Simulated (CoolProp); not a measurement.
Vapour-liquid equilibrium of n-hexane (1) + benzene (2) at 0.995 bar; x and y are mole fractions of (1).

The numbers come from the multi-fluid Helmholtz-energy mixture model, Thol 2019 and Thol 2012; pair parameters Bell 2016 in CoolProp.

```csv
x,"bubble temperature, mixture model (K)","bubble temperature, Raoult's law (K)","y, mixture model","y, Raoult's law"
0.05,350.7,352.0,___,0.069
0.125,___,351.0,0.223,0.168
0.2,346.7,350.1,0.316,0.262
0.275,___,349.1,0.393,0.350
0.35,344.3,348.2,0.460,0.434
0.425,343.5,347.4,0.520,0.513
0.5,342.8,346.5,___,0.588
0.575,342.3,345.7,0.634,0.659
0.65,341.9,344.9,0.691,0.726
0.725,341.6,344.1,0.750,0.791
0.8,341.4,343.3,___,0.852
0.875,341.2,342.5,___,0.910
0.95,341.2,341.8,0.949,0.965
```

What belongs in the gaps?


- 0.05, y, mixture model: 0.103
- 0.125, bubble temperature, mixture model (K): 348.4
- 0.275, bubble temperature, mixture model (K): 345.4
- 0.5, y, mixture model: 0.578
- 0.8, y, mixture model: 0.812
- 0.875, y, mixture model: 0.878

The largest gap from Raoult's law is -3.9 K in bubble temperature, at x = 0.35. y crosses x between x = 0.875 and 0.95: the model has an azeotrope there.

Pair parameters are fitted to limited data, so mixtures are less certain than the pure fluids.
